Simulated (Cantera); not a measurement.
# Equilibrium for abatement and gas-phase synthesis: PH3 + H2 + O2

Charge: 1 mol PH3, 1.4 mol H2, 0.21 mol O2, equilibrated at 0.133 bar.

Equilibrium computed with Cantera from the NASA thermochemical tables; the gas is ideal and each condensed phase is pure. Candidate condensed phases: H2O, P, P4O10; 17 gas species. Gases not in the tables: HPO2, HPO3 and P4O6. The numbers say what is thermodynamically allowed, not how fast it happens.

| T (K) | x H2 | x H | x P2 | x H2O | x PO | x P |
|---|---|---|---|---|---|---|
| 1775 | 0.749 | 0.000686 | 0.132 | 0.0928 | 0.0201 | 6.19e-5 |
| 1875 | 0.755 | 0.00156 | 0.127 | 0.0816 | 0.0294 | 0.000149 |
| 1975 | 0.760 | 0.00327 | 0.121 | 0.0700 | 0.0398 | 0.000325 |
| 2075 | 0.764 | 0.00638 | 0.114 | 0.0589 | 0.0504 | 0.000657 |
| 2175 | 0.765 | 0.0117 | 0.108 | 0.0488 | 0.0604 | 0.00124 |
| 2275 | 0.762 | 0.0203 | 0.102 | 0.0398 | 0.0694 | 0.00221 |
| 2375 | 0.753 | 0.0335 | 0.0960 | 0.0322 | 0.0769 | 0.00374 |
| 2475 | 0.738 | 0.0529 | 0.0901 | 0.0258 | 0.0827 | 0.00605 |
| 2575 | 0.715 | 0.0802 | 0.0839 | 0.0204 | 0.0868 | 0.00937 |
| 2675 | 0.682 | 0.117 | 0.0773 | 0.0161 | 0.0892 | 0.0139 |
| 2775 | 0.639 | 0.164 | 0.0700 | 0.0125 | 0.0900 | 0.0199 |
| 2875 | 0.585 | 0.222 | 0.0620 | 0.00961 | 0.0891 | 0.0274 |
x: gas mole fraction; nothing condenses.

From 1775 K to 2875 K nothing is condensed.
